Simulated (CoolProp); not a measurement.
Model: reference Helmholtz-energy equation of state, Lemmon 2006, in CoolProp. It is a short technical equation, of lower accuracy than the large ones.

Task: For n-decane, give the phase and the Z, Prandtl number, fugacity coefficient at 346.85 °C and 0.525 MPa.

Result: 
- 346.85 °C and 0.525 MPa: gas; Z 0.906, Prandtl number 0.795, fugacity coefficient 0.913

Viscosity comes from a separate model (Huber 2004). Thermal conductivity comes from a separate model (Huber 2005).
